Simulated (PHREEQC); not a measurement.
Consider water at 20 °C with 0.0016 mol HNO3, 0.00064 mol NaCl and 5.6e-05 mol KCl per kg of water. Closed to the air; pH follows from the charge balance.

Computed with PHREEQC (ion-association model, phreeqc.dat).

Each row changes one thing in this solution. Precipitation was switched off in this run.

| case | pH | ionic strength (mol/kgw) |
|---|---|---|
| as made | 2.82 | 0.00230 |
| diluted 100-fold with water | 4.80 | 2.30e-5 |
| NaCl replaced by FeCl3 at the same molality | ? | ? |
| temperature from 20 to 5 °C | 2.82 | 0.00230 |
| KCl left out | 2.82 | ? |
| temperature from 20 to 90 °C | 2.82 | 0.00230 |

Q: Complete the blanks.

A: 
- NaCl replaced by FeCl3 at the same molality, pH: 2.71
- NaCl replaced by FeCl3 at the same molality, ionic strength (mol/kgw): 0.00461
- KCl left out, ionic strength (mol/kgw): 0.00224

Complexes and solids missing from the database can't appear. Some of these states are supersaturated (in Hematite (slow to form), Goethite (slow to form), for instance). Constants without temperature data keep their 25 °C values here.
